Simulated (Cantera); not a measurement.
Input (Python, Cantera) and output of one run.

```python
import numpy as np
import cantera as ct

gas_names = [...]  # 130 gases of nasa_gas.yaml made of C, H, Mg, O, S
cond_names = """
    C(gr) C6H6(L) C7H8(L) C8H18(L),n-octa H2O(s) H2O(L) H2SO4(L) Mg(cr) Mg(L) MgCO3(s) MgO(s) MgO(L)
    MgO2H2(s) MgS(s) MgSO4(s) MgSO4(L) S(cr1) S(cr2) S(L)
""".split()


# ... load() reads the species with a 1 bar reference pressure and builds the phases ...
atoms = {
    'MgCO3': {'Mg': 1, 'C': 1, 'O': 3},
    'SO2': {'S': 1, 'O': 2},
    'H2O': {'H': 2, 'O': 1},
}
top_T = {'C(gr)': 4500, 'MgS(s)': 2250}  # K; cautious upper limits of use, not melting points


# ... equilibrate(T, P, feed) seeds the gas with the atoms and calls Mixture.equilibrate('TP', solver="vcs", rtol=1e-11, max_steps=5000) ...
results = []
feed = {'MgCO3': 1, 'SO2': 1.1, 'H2O': 0.038}  # mol
T = 748  # K
P = 10000  # Pa
mix = equilibrate(T, P, feed)
results.append((T, P, feed, dict(zip(mix.species_names, mix.species_moles))))
x = sorted(zip(gas.X, gas.species_names), reverse=True)
print(f"T = {T:g} K  P = {P:g} Pa  gas = {mix.phase_moles(0):.4g} mol")
print("   x: " + "  ".join(f"{s} {v:.3e}" for v, s in x if v > 0.001))
print("   condensed (mol): " + ("  ".join(f"{mix.phase(i).name} {mix.phase_moles(i):.4g}"
      for i in range(1, mix.n_phases) if mix.phase_moles(i) > 1e-12) or "none"))
```

Output:

```
T = 748 K  P = 10000 Pa  gas = 1.809 mol
   x: CO2 5.525e-01  SO2 3.910e-01  S2 3.341e-02  H2O 1.955e-02  S2O 1.879e-03  H2S 1.447e-03
   condensed (mol): MgO(s) 0.7384  MgSO4(s) 0.2616
```

Cantera equilibrium calculation (NASA polynomials, part measured and part estimated; ideal gas, pure solids and liquids). Gases not in the tables: S3 to S7.
